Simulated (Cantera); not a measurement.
Feed: 1 mol Si, a varied amount of HBr, 67 mol N2, at 1700 K and 0.120 bar.

Method: chemical equilibrium by Gibbs-energy minimisation in Cantera with the NASA 1993 tables (ideal gas, pure condensed phases). Candidate condensed phases: Br2, Si, Si3N4; 28 gas species. Equilibrium is a limit: real reactors are often held back by kinetics, nucleation or transport.

### Question
Which condensed phases are stable at each of these points (n(HBr) (mol)): 1.1, 1.3, 1.5, 1.8, 2.2, 2.6, 3.1, 3.7, 4.4, 5.2, 6.2, 7.4?

### Answer
```json
[
 {"n(HBr) (mol)": "1.1", "condensed phases": "Si3N4(s)", "Si condensed (%)": "82.2"},
 {"n(HBr) (mol)": "1.3", "condensed phases": "Si3N4(s)", "Si condensed (%)": "78.4"},
 {"n(HBr) (mol)": "1.5", "condensed phases": "Si3N4(s)", "Si condensed (%)": "74.6"},
 {"n(HBr) (mol)": "1.8", "condensed phases": "Si3N4(s)", "Si condensed (%)": "68.8"},
 {"n(HBr) (mol)": "2.2", "condensed phases": "Si3N4(s)", "Si condensed (%)": "60.9"},
 {"n(HBr) (mol)": "2.6", "condensed phases": "Si3N4(s)", "Si condensed (%)": "53.0"},
 {"n(HBr) (mol)": "3.1", "condensed phases": "Si3N4(s)", "Si condensed (%)": "42.9"},
 {"n(HBr) (mol)": "3.7", "condensed phases": "Si3N4(s)", "Si condensed (%)": "30.8"},
 {"n(HBr) (mol)": "4.4", "condensed phases": "Si3N4(s)", "Si condensed (%)": "16.4"},
 {"n(HBr) (mol)": "5.2", "condensed phases": "gas only", "Si condensed (%)": "0.0"},
 {"n(HBr) (mol)": "6.2", "condensed phases": "gas only", "Si condensed (%)": "0.0"},
 {"n(HBr) (mol)": "7.4", "condensed phases": "gas only", "Si condensed (%)": "0.0"}
]
```

From 1.1 mol HBr to 4.4 mol HBr the condensed part is Si3N4(s). From 5.2 mol HBr to 7.4 mol HBr nothing is condensed.
